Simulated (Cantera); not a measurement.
Si + O2 + H2 (thermal oxidation and active oxidation of silicon)

Charge: 1 mol Si, 0.0033 mol O2, 18 mol H2, held at 1050 K and 1.00 bar.

Cantera equilibrium calculation (NASA polynomials, part measured and part estimated; ideal gas, pure solids and liquids). Candidate condensed phases: H2O, Si, SiO2; 18 gas species. Mutual solubility and eutectic melting of coexisting phases are not modelled. Equilibrium is a limit: real reactors are often held back by kinetics, nucleation or transport.

```json
{
 "x(H2)": "1.00",
 "n(Si(s))": "0.997 mol",
 "n(SiO2(β-quartz))": "0.00330 mol",
 "gas_amount": "18.00 mol"
}
```
